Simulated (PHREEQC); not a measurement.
**Ultrapure water in contact with air or piping**

A made-up water analysis in mmol/kgw, 25 °C, pH 6.98, pe 9:

```tsv
constituent	mmol/kgw
Na	0.00074
K	0.000285
Ca	0.000277
Mg	0.000175
Cl	0.000908
S(6)	0.000363
Alkalinity (meq/kgw)	0.000293
F	2.95e-05
O(0) (counted as O atoms)	8.46e-06
Sr	9.08e-06
```

Valence states are taken as typed.

All values are PHREEQC results (ion-association model, wateq4f.dat), not measurements.

```yaml
ionic_strength: 2.88e-6 mol/kgw
charge_balance_error: -0.2 %
```

```tsv
species	molality	activity	log γ
Cl-	9.08e-7	9.06e-7	-0.001
Na+	7.40e-7	7.39e-7	-0.001
SO4-2	3.63e-7	3.60e-7	-0.003
HCO3-	3.02e-7	3.01e-7	-0.001
K+	2.85e-7	2.84e-7	-0.001
Ca+2	2.77e-7	2.75e-7	-0.003
Mg+2	1.75e-7	1.74e-7	-0.003
H+	1.05e-7	1.05e-7	-0.001
OH-	9.58e-8	9.56e-8	-0.001
CO2	7.09e-8	7.09e-8	0.000
F-	2.95e-8	2.94e-8	-0.001
Sr+2	9.08e-9	9.01e-9	-0.003
O2	4.23e-9	4.23e-9	0.000
```

This is a speciation only: nothing precipitates in the calculation.
